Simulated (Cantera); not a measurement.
A freely propagating, adiabatic, planar premixed flame of CH4 : O2 : N2 : H2O = 1 : 1.54 : 6.92 : 0.41 (molar parts), equivalence ratio 1.3, unburnt at 698 K and 473 Torr; mixture-averaged transport, grid criteria slope 0.08 and curve 0.16, no radiation.

Cantera simulation using GRI-Mech 3.0 (53 species, 325 reactions); the numbers are that mechanism's predictions, not measurements. Burning velocities carry a grid error of a few per cent, more on coarse grids.

Problem. What does this change do: 0.12 parts CO2 added?

Solution. 
```json
[
 {"quantity": "laminar burning velocity", "before": "105 cm/s", "after": "97.5 cm/s"},
 {"quantity": "thermal thickness", "before": "0.674 mm", "after": "0.705 mm"},
 {"quantity": "peak x(CH3)", "before": "0.00366", "after": "0.00342"},
 {"quantity": "peak x(CO)", "before": "0.0616", "after": "0.0626"},
 {"quantity": "peak x(C2H6)", "before": "0.00155", "after": "0.00151"}
]
```
